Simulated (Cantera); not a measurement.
Input: 1 mol CCl4, 0.028 mol F2, 0.096 mol H2, at 21000 Pa.

Method: chemical equilibrium by Gibbs-energy minimisation in Cantera with the NASA 1993 tables (ideal gas, pure condensed phases). Candidate condensed phases: C, C6H6, C7H8, C8H18; 135 gas species. Ions and electrons are included (thermal ionisation). The tables' values for CCl are old estimates; treat these amounts as uncertain. The numbers say what is thermodynamically allowed, not how fast it happens.

x: gas mole fraction; n: condensed amount in mol.

```
T (K)   x Cl       x C      x C3       x H     x HCl      x C2     x Cl2      x HF      x F  n C(graphite)
-----  -----  --------  --------  --------  --------  --------  --------  --------  -------  -------------
2500   0.935   7.93e-7   2.37e-6   7.99e-5    0.0351   2.18e-7    0.0157    0.0129  0.00102          0.999
2750   0.945   1.80e-5   8.03e-5  0.000571    0.0350   7.77e-6   0.00522    0.0120  0.00176          0.997
3000   0.946  0.000241   0.00149   0.00286    0.0334  0.000151   0.00205    0.0107  0.00274          0.976
3250   0.926   0.00216    0.0172   0.00959    0.0270   0.00184  0.000891   0.00850  0.00409          0.736
3500   0.869    0.0106    0.0589    0.0200    0.0158   0.00879  0.000397   0.00527  0.00589              0
3750   0.855    0.0280    0.0498    0.0296   0.00805    0.0150  0.000214   0.00273  0.00812              0
4000   0.833         …         …    0.0347         …    0.0206         …         …  0.00955              0
4250   0.805     0.106    0.0171    0.0364   0.00165    0.0213   7.21e-5  0.000436   0.0102              0
4500   0.783     0.147   0.00552    0.0365  0.000781    0.0157   4.56e-5  0.000174   0.0104              0
4750   0.771     0.171         …    0.0365         …         …         …         …   0.0105              0
5000   0.766     0.181  0.000284    0.0365  0.000222   0.00460   2.21e-5   3.53e-5   0.0106              0
```

Problem. What belongs in the gaps?

Solution. 
- 4750, x C3: 0.00130
- 4750, x HCl: 0.000402
- 4750, x C2: 0.00888
- 4750, x Cl2: 3.09e-5
- 4750, x HF: 7.53e-5
- 4000, x C: 0.0606
- 4000, x C3: 0.0343
- 4000, x HCl: 0.00367
- 4000, x Cl2: 0.000121
- 4000, x HF: 0.00113
